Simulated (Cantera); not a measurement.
Input: 1 mol Na2SO4, 3.1 mol CO2, 0.012 mol H2O, held at 5.80 mbar.

Method: chemical equilibrium by Gibbs-energy minimisation in Cantera with the NASA 1993 tables (ideal gas, pure condensed phases). Candidate condensed phases: C, C6H6, C7H8, C8H18, H2O, H2SO4, Na, NaOH, NaO2, Na2CO3, Na2O, Na2O2, Na2S, Na2SO4, S; 131 gas species. Kinetics and transport are ignored.

### Question
What share of the Na ends up in condensed phases as a function of T (°C), at 925, 1025, 1125, 1225, 1325, 1425, 1525?

### Answer
| T (°C) | Na condensed (%) | as |
|---|---|---|
| 925 | 100.0 | Na2SO4(l) |
| 1025 | 99.8 | Na2SO4(l) |
| 1125 | 99.0 | Na2SO4(l) |
| 1225 | 94.7 | Na2SO4(l) |
| 1325 | 74.6 | Na2SO4(l) |
| 1425 | 0.0 | - |
| 1525 | 0.0 | - |
